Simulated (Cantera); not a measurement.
A closed system holds: 1 mol SiH4, 0.41 mol CO2, at 90.0 Torr.

Method: chemical equilibrium by Gibbs-energy minimisation in Cantera with the NASA 1993 tables (ideal gas, pure condensed phases). Candidate condensed phases: C, C6H6, C7H8, C8H18, H2O, Si, SiC, SiO2; 123 gas species. Mutual solubility and eutectic melting of coexisting phases are not modelled. The tables hold silica as quartz up to 1696 K and as liquid above; real silica turns to tridymite and cristobalite and melts near 1996 K. Kinetics and transport are ignored. All values below are at 1500 K.

Base state: H2 0.996, SiO 0.00432, CO 0.000117, H 5.07e-5 (mole fractions); condensed: Si(s) + SiC(s) + SiO2(β-quartz).

Question: What changes in the equilibrium state with this change: pressure from 90.0 Torr to 548 Torr?

Answer: 
```tsv
species	before	after
H2	0.996	0.999
SiO	0.00432	0.000710
H	5.07e-5	2.06e-5
CO	0.000117	1.92e-5
CH4	2.23e-6	1.37e-5
Si(s), mol	0.176	0.179
SiC(s), mol	0.410	0.410
SiO2(β-quartz), mol	0.406	0.409
```
